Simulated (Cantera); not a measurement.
An adiabatic, constant-pressure homogeneous reactor starts with H₂ : O₂ : N₂ = 1 : 0.725 : 3.55 (molar parts), at 1125 K and 2.47 atm. Integrator tolerance rtol = 1e-08.

Detailed kinetics in Cantera: the H2/O2 subset of GRI-Mech 3.0, which has no nitrogen chemistry. The hydrogen kinetics of GRI-Mech 3.0 are dated; newer H2 mechanisms differ, most at raised pressure.

**Question.** What does this change do: pressure from 2.47 atm to 9.47 atm?

**Answer.** 
| quantity | before | after |
|---|---|---|
| time of steepest temperature rise | 50.5 µs | 0.621 ms |
| temperature at 0.800 s | 2416 K | 2436 K |
| equilibrium temperature | 2416 K | 2436 K |
| x(H₂) at 0.800 s | 0.00235 (gas-phase equilibrium 0.00235) | 0.00134 (gas-phase equilibrium 0.00134) |
| x(O₂) at 0.800 s | 0.0455 (gas-phase equilibrium 0.0455) | 0.0457 (gas-phase equilibrium 0.0457) |
| x(H₂O₂) at 0.800 s | 3.98e-7 (gas-phase equilibrium 3.98e-7) | 8.28e-7 (gas-phase equilibrium 8.28e-7) |
| x(H₂O) at 0.800 s | 0.202 (gas-phase equilibrium 0.202) | 0.204 (gas-phase equilibrium 0.204) |
| x(OH) at 0.800 s | 0.00851 (gas-phase equilibrium 0.00851) | 0.00655 (gas-phase equilibrium 0.00655) |
| x(O) at 0.800 s | 0.00128 (gas-phase equilibrium 0.00128) | 0.000729 (gas-phase equilibrium 0.000729) |
| x(H) at 0.800 s | 0.000530 (gas-phase equilibrium 0.000530) | 0.000225 (gas-phase equilibrium 0.000225) |
